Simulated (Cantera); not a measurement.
A closed system holds: 1 mol SF₆, 1.6 mol O₂, 10 mol N₂, equilibrated at 1952 °C and 0.0800 bar.

Equilibrium computed with Cantera from the NASA thermochemical tables; the gas is ideal and each condensed phase is pure. Candidate condensed phases: S; 35 gas species. The tables' values for SOF₂ are old estimates; treat these amounts as uncertain. The numbers say what is thermodynamically allowed, not how fast it happens.

Base state: N₂ 0.566, F 0.340, SO₂ 0.0552, O₂ 0.0317, NO 0.00440, O 0.00199, SO 0.00102, SOF₂ 0.000335 (mole fractions); condensed: gas only.

**Question.** What changes in the equilibrium state with this change: O₂ from 1.6 to 2.2 mol?

**Answer.** 
```tsv
species	before	after
N₂	0.566	0.546
F	0.340	0.329
O₂	0.0317	0.0620
SO₂	0.0552	0.0538
SF₂	0.000126	5.89e-5
SF	3.12e-5	1.51e-5
SOF₂	0.000335	0.000219
SO	0.00102	0.000710
```
